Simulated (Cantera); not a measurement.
**Premixed flame**

A freely propagating, adiabatic, planar premixed flame of H₂ : O₂ : N₂ = 1 : 0.455 : 1.71 (molar parts), equivalence ratio 1.1, unburnt at 625 K and 0.132 atm; multicomponent transport, grid criteria slope 0.08 and curve 0.16, no radiation.

Model: the H2/O2 subset of GRI-Mech 3.0, which has no nitrogen chemistry, integrated in Cantera. Burning velocities carry a grid error of a few per cent, more on coarse grids.

```csv
z (mm),T (K),u (m/s),x H₂,x O₂,x OH,x H₂O₂,x HO₂,x H₂O
-20.0,625,6.68,0.316,0.144,<1e-8,<1e-8,<1e-8,<1e-8
-13.3,625,6.68,0.316,0.144,<1e-8,<1e-8,<1e-8,<1e-8
-10.0,625,6.68,0.316,0.144,<1e-8,<1e-8,<1e-8,<1e-8
-6.67,625,6.68,0.316,0.144,<1e-8,<1e-8,2.78e-7,1.64e-8
-3.34,630,6.73,0.315,0.144,1.77e-5,2.91e-7,4.38e-5,0.000346
-1.67,732,7.77,0.297,0.140,0.000258,4.66e-7,3.28e-5,0.00995
0,1108,11.4,0.155,0.0909,0.00320,6.33e-7,1.43e-5,0.111
1.67,1388,14.1,0.0587,0.0337,0.00832,7.47e-7,4.79e-6,0.213
3.34,1506,15.2,0.0566,0.0283,0.0107,5.86e-7,3.48e-6,0.223
6.67,1646,16.4,0.0596,0.0253,0.0135,3.58e-7,2.64e-6,0.230
13.3,1803,17.8,0.0614,0.0221,0.0162,1.89e-7,1.94e-6,0.239
26.7,1968,19.1,0.0612,0.0186,0.0183,9.95e-8,1.41e-6,0.250
53.4,2132,20.5,0.0589,0.0149,0.0191,5.90e-8,1.07e-6,0.264
```
x: mole fraction of selected species; z is measured from the peak of heat release.

* **laminar burning velocity**: 668 cm/s
* **thermal thickness**: 6.67 mm
* **peak x(OH)**: 0.0191
* **peak x(H₂O₂)**: 8.02e-7
* **peak x(HO₂)**: 4.48e-5
* **grid points**: 142
